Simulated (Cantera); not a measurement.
Transport properties of process gases

Gas mixture: N2 : O2 = 0.85 : 0.84 (molar parts), at 0.000247 atm, frozen composition.

Cantera's kinetic-theory transport with the Lennard-Jones parameters of GRI-Mech 3.0, ideal gas; thermal conductivity in the mixture-averaged form.

| T (K) | ρ (kg/m³) | cp (J/kg/K) | μ (µPa s) | λ (mW/m/K) | Pr | D (cm²/s) NH3 | D (cm²/s) H2 | D (cm²/s) CO2 |
|---|---|---|---|---|---|---|---|---|
| 400 | 0.000225 | 990.8 | 24.0 | 33.3 | 0.713 | 1560 | 5240 | 1070 |
| 600 | 0.000150 | 1036 | 31.8 | 46.6 | 0.707 | 3270 | 10300 | 2200 |
| 800 | 0.000113 | 1086 | 38.6 | 59.2 | 0.707 | 5450 | 16700 | 3600 |
| 1000 | 9.02e-5 | 1127 | 44.7 | 71.0 | 0.709 | 8030 | 24200 | 5260 |
| 1200 | 7.52e-5 | 1156 | 50.3 | 82.2 | 0.708 | 11000 | 32700 | 7150 |
| 1400 | 6.44e-5 | 1180 | 55.6 | 92.8 | 0.707 | 14300 | 42200 | 9260 |
D: mixture-averaged diffusion coefficient of that species in the mixture.
